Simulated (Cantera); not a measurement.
A closed system holds: 1 mol SiCl4, 0.59 mol NH3, 5.8 mol H2, at 0.0630 bar.

Method: chemical equilibrium by Gibbs-energy minimisation in Cantera with the NASA 1993 tables (ideal gas, pure condensed phases). Candidate condensed phases: NH4Cl, Si, Si3N4; 28 gas species. The tables' values for SiCl3 are old estimates; treat these amounts as uncertain. The numbers say what is thermodynamically allowed, not how fast it happens. All values below are at 1573 K.

Base state: H2 0.637, HCl 0.244, SiCl2 0.0822, N2 0.0222, SiCl3 0.0100, SiCl4 0.00322, SiHCl3 0.00112, H 0.000129 (mole fractions); condensed: Si3N4(s).

### Question
What changes in the equilibrium state with this change: SiCl4 replaced by trisilylamine?

### Answer
```csv
species,before,after
H2,0.637,0.997
N2,0.0222,0.00296
H,0.000129,0.000162
HCl,0.244,0
SiCl2,0.0822,0
SiCl3,0.0100,0
SiCl4,0.00322,0
SiHCl3,0.00112,0
SiH2Cl2,6.38e-5,0
Cl,3.93e-5,0
"Si3N4(s), mol",0.0498,0.381
"Si(s), mol",0,1.86
```
The feed counts by its element totals alone. Mutual solubility and eutectic melting of coexisting phases are not modelled.
